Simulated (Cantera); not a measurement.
Gas mixture: NH₃ : H₂O : N₂ : C₃H₈ = 0.5 : 0.92 : 0.67 : 0.44 (molar parts), at 91.0 Pa, frozen composition.

Cantera's kinetic-theory transport with the Lennard-Jones parameters of GRI-Mech 3.0, ideal gas; thermal conductivity in the mixture-averaged form. Polar gases are described roughly by these parameters. The composition is frozen, though it would react at the higher temperatures.

One state of this run: ρ (kg/m³) = 0.000211; cp (J/kg/K) = 2864; μ (µPa s) = 41.1; λ (mW/m/K) = 144; Pr = 0.816; D (cm²/s) CH₃ = 3050; D (cm²/s) H = 16400; D (cm²/s) H₂ = 9940. D: mixture-averaged diffusion coefficient of that species in the mixture.

Q: Which value of T (K) does it belong to?
A) 1300
B) 700
C) 400
D) 850

A: A, 1300
